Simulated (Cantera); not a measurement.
Input (Python, Cantera):

```python
import numpy as np
import cantera as ct

surf = ct.Interface("ptcombust.yaml", "Pt_surf")
gas = surf.adjacent["gas"]
gas.TPX = 925, 140000, {'CH4': 0.0023, 'O2': 0.019, 'N2': 1.9}
surf.TP = 925, 140000
reactor = ct.FlowReactor(gas, clone=False)
reactor.area = 0.0001  # m2
reactor.surface_area_to_volume_ratio = 220  # 1/m
reactor.mass_flow_rate = 0.089 * reactor.area * gas.density  # inlet velocity 0.089 m/s
reactor.energy_enabled = False
wall = ct.ReactorSurface(surf, reactor, clone=False)
net = ct.ReactorNet([reactor])
net.rtol, net.atol = 1e-8, 1e-16
show, cover = ['CH4', 'O2', 'H2O', 'CO2', 'CO'], ['PT(S)', 'H(S)', 'O(S)', 'OH(S)', 'CO(S)', 'C(S)']

rows = []
print(f"{'z/m':>9s}{'u/(m/s)':>9s}" + "".join(f"{s:>13s}" for s in show + cover))
for z in [0.00017, 0.00037, 0.00079, 0.0017, 0.0037, 0.0079, 0.017]:
    net.advance(z)
    rows.append([reactor.speed, *gas[show].X, *surf[cover].coverages])
    print(f"{z:9.4g}{rows[-1][0]:9.3g}" + "".join(f"{x:13.4e}" for x in rows[-1][1:]))
```

Output:

```
      z/m  u/(m/s)          CH4           O2          H2O          CO2           CO        PT(S)         H(S)         O(S)        OH(S)        CO(S)         C(S)
  0.00017    0.089   1.1571e-03   9.8095e-03   7.9924e-05   3.9460e-05   4.9929e-07   2.1499e-01   2.4127e-08   7.8472e-01   2.7878e-04   6.8113e-06   2.8192e-08
  0.00037    0.089   1.1117e-03   9.7185e-03   1.7084e-04   8.4933e-05   4.8099e-07   2.1533e-01   3.3986e-08   7.8427e-01   3.9259e-04   6.5722e-06   2.7198e-08
  0.00079    0.089   1.0214e-03   9.5381e-03   3.5130e-04   1.7518e-04   4.4288e-07   2.1605e-01   4.8057e-08   7.8339e-01   5.5344e-04   6.0918e-06   2.5210e-08
   0.0017    0.089   8.4827e-04   9.1921e-03   6.9729e-04   3.4821e-04   3.6937e-07   2.1751e-01   6.7798e-08   7.8171e-01   7.7468e-04   5.1494e-06   2.1310e-08
   0.0037    0.089   5.5872e-04   8.6137e-03   1.2757e-03   6.3744e-04   2.4511e-07   2.2013e-01   9.3076e-08   7.7882e-01   1.0478e-03   3.4992e-06   1.4481e-08
   0.0079    0.089   2.2574e-04   7.9490e-03   1.9406e-03   9.6978e-04   9.9972e-08   2.2338e-01   1.1734e-07   7.7532e-01   1.2967e-03   1.4688e-06   6.0782e-09
    0.017    0.089   2.9892e-05   7.5582e-03   2.3314e-03   1.1651e-03   1.3389e-08   2.2541e-01   1.3045e-07   7.7316e-01   1.4249e-03   1.9925e-07   8.2412e-10
```

Detailed kinetics in Cantera: Deutschmann's 1995 Pt surface mechanism with GRI-Mech 3.0 gas chemistry. Catalytic surfaces can have several steady states; this one follows from the mechanism file's or the stated starting coverage. Mass transfer to the wall is taken as infinitely fast.
